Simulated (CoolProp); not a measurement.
Octamethylcyclotetrasiloxane (D4) along the isobar 0.353 MPa: fugacity coefficient from the reference equation and from simpler models built on Tc = 586.5 K, pc = 1.347 MPa, ω = 0.598; each cubic takes its own stable root.

Computed with CoolProp (reference Helmholtz-energy equation of state, Thol 2015).

```json
[
 {"T (K)": "452.4", "phase": "liquid", "reference": "0.2971", "van der Waals": "0.8564", "Redlich-Kwong": "0.6328", "Soave-Redlich-Kwong": "0.3009", "Peng-Robinson": "0.2992"},
 {"T (K)": "464.3", "phase": "liquid", "reference": "0.3875", "van der Waals": "0.8649", "Redlich-Kwong": "0.7457", "Soave-Redlich-Kwong": "0.3934", "Peng-Robinson": "0.3896"},
 {"T (K)": "476.3", "phase": "liquid", "reference": "0.4960", "van der Waals": "0.8728", "Redlich-Kwong": "0.8412", "Soave-Redlich-Kwong": "0.5047", "Peng-Robinson": "0.4982"},
 {"T (K)": "488.3", "phase": "liquid", "reference": "0.6228", "van der Waals": "0.8800", "Redlich-Kwong": "0.8520", "Soave-Redlich-Kwong": "0.6350", "Peng-Robinson": "0.6252"},
 {"T (K)": "500.3", "phase": "liquid", "reference": "0.7680", "van der Waals": "0.8867", "Redlich-Kwong": "0.8618", "Soave-Redlich-Kwong": "0.7843", "Peng-Robinson": "0.7707"},
 {"T (K)": "512.2", "phase": "gas", "reference": "0.8476", "van der Waals": "0.8929", "Redlich-Kwong": "0.8706", "Soave-Redlich-Kwong": "0.8535", "Peng-Robinson": "0.8441"},
 {"T (K)": "524.2", "phase": "gas", "reference": "0.8605", "van der Waals": "0.8986", "Redlich-Kwong": "0.8788", "Soave-Redlich-Kwong": "0.8653", "Peng-Robinson": "0.8559"},
 {"T (K)": "536.2", "phase": "gas", "reference": "0.8720", "van der Waals": "0.9039", "Redlich-Kwong": "0.8864", "Soave-Redlich-Kwong": "0.8760", "Peng-Robinson": "0.8667"},
 {"T (K)": "548.2", "phase": "gas", "reference": "0.8823", "van der Waals": "0.9089", "Redlich-Kwong": "0.8933", "Soave-Redlich-Kwong": "0.8859", "Peng-Robinson": "0.8766"},
 {"T (K)": "560.1", "phase": "gas", "reference": "0.8915", "van der Waals": "0.9135", "Redlich-Kwong": "0.8996", "Soave-Redlich-Kwong": "0.8948", "Peng-Robinson": "0.8856"},
 {"T (K)": "572.1", "phase": "gas", "reference": "0.9000", "van der Waals": "0.9178", "Redlich-Kwong": "0.9056", "Soave-Redlich-Kwong": "0.9031", "Peng-Robinson": "0.8939"},
 {"T (K)": "584.1", "phase": "gas", "reference": "0.9076", "van der Waals": "0.9219", "Redlich-Kwong": "0.9110", "Soave-Redlich-Kwong": "0.9106", "Peng-Robinson": "0.9016"},
 {"T (K)": "596.1", "phase": "gas", "reference": "0.9146", "van der Waals": "0.9256", "Redlich-Kwong": "0.9161", "Soave-Redlich-Kwong": "0.9176", "Peng-Robinson": "0.9087"},
 {"T (K)": "608", "phase": "gas", "reference": "0.9209", "van der Waals": "0.9291", "Redlich-Kwong": "0.9208", "Soave-Redlich-Kwong": "0.9240", "Peng-Robinson": "0.9152"},
 {"T (K)": "620", "phase": "gas", "reference": "0.9267", "van der Waals": "0.9325", "Redlich-Kwong": "0.9252", "Soave-Redlich-Kwong": "0.9299", "Peng-Robinson": "0.9213"}
]
```

At some of these states van der Waals, Redlich-Kwong gives the other phase, because its saturation line lies elsewhere.
